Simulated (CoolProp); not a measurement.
Values from CoolProp's reference Helmholtz-energy equation of state, Thol 2018.

Q: For hydrogen chloride, give the phase and the cv (kJ/(kg K)), Joule-Thomson coefficient (K/MPa) at 518 K and 1390 kPa; 518 K and 3230 kPa.

A: 
- 518 K and 1390 kPa: gas; cv 0.579, Joule-Thomson coefficient 5.17
- 518 K and 3230 kPa: gas; cv 0.584, Joule-Thomson coefficient 4.98
